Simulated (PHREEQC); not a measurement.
Dissolve 0.0041 mol/kgw Pb(NO3)2 and 0.00013 mol/kgw KNO3 at 25 °C. Closed to the air; pH follows from the charge balance.

Equilibrium calculation in PHREEQC: ion-association model, phreeqc.dat.

```yaml
pH: 5.13
ionic_strength: 0.0118 mol/kgw
specific_conductance: 1010 µS/cm
```

```json
[
 {"species": "NO3-", "molality": "0.00804", "activity": "0.00717", "log γ": "-0.050"},
 {"species": "Pb+2", "molality": "0.00380", "activity": "0.00244", "log γ": "-0.193"},
 {"species": "PbNO3+", "molality": "0.000289", "activity": "0.000258", "log γ": "-0.048"},
 {"species": "K+", "molality": "0.000130", "activity": "0.000116", "log γ": "-0.049"},
 {"species": "H+", "molality": "8.14e-6", "activity": "7.39e-6", "log γ": "-0.042"},
 {"species": "PbOH+", "molality": "7.19e-6", "activity": "6.43e-6", "log γ": "-0.048"},
 {"species": "Pb2OH+3", "molality": "9.54e-7", "activity": "3.51e-7", "log γ": "-0.434"},
 {"species": "OH-", "molality": "1.53e-9", "activity": "1.37e-9", "log γ": "-0.049"}
]
```

This is a speciation only: nothing precipitates in the calculation. Complexes and solids missing from the database can't appear.
